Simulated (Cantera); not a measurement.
A perfectly stirred reactor is fed with CH4 : CO2 : H2 = 1 : 2.5 : 0.052 (molar parts), at 15.8 atm; it is held at 1300 K, and followed from long to short residence time.

Model: GRI-Mech 3.0 (53 species, 325 reactions), integrated in Cantera. The pressure lies above the range GRI-Mech 3.0 was tuned for (to about 10 atm).

| quantity | before | after |
|---|---|---|
| x(CH4) at τ = 8.60 s | 0.202 | 0.105 |
| x(CO2) at τ = 8.60 s | 0.594 | 0.390 |
| x(H2) at τ = 8.60 s | 0.0220 | 0.0537 |
| x(CH2CO) at τ = 8.60 s | 4.00e-6 | 1.77e-5 |
| x(CH2O) at τ = 8.60 s | 3.95e-7 | 1.26e-6 |
| x(CH4) at τ = 30.0 ms | 0.281 | 0.276 |
| x(CO2) at τ = 30.0 ms | 0.704 | 0.700 |
| x(H2) at τ = 30.0 ms | 0.0147 | 0.0178 |
| x(CH2CO) at τ = 30.0 ms | 5.11e-10 | 4.23e-8 |
| x(CH2O) at τ = 30.0 ms | 6.13e-8 | 4.80e-7 |

Question: Name the change that produced these shifts.
A. CH4 1 to 0.48 parts
B. temperature 1300 to 1400 K
C. pressure from 15.8 atm to 0.227 atm
D. pressure from 15.8 atm to 8.88 atm

Answer: B, temperature 1300 to 1400 K
